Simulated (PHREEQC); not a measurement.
Model water analysis in mg/L, 5 °C, pH 7.25, pe 11:

```tsv
constituent	mg/L
Na	89.7
K	13.2
Ca	110
Mg	16
Cl	171
S(6) as SO4	123
Alkalinity as HCO3	225
Pb	2.32
```

Valence states are taken as typed.

Model: ion-association model, phreeqc.dat, run in PHREEQC.

Precipitation was switched off in this run.

### Question
Order these C species by the share of C that they hold, largest first: CO2, PbCO3, CaHCO3+, MgHCO3+, HCO3-.

### Answer
HCO3- (84 %), CO2 (14 %), CaHCO3+ (1.1 %), MgHCO3+ (0.37 %), PbCO3 (0.22 %)

The pH is 7.25 and the ionic strength 0.0148 mol/kgw. Saturation is exceeded, for instance for Cerussite; the values hold only as long as no solid forms. Constants without temperature data keep their 25 °C values here.
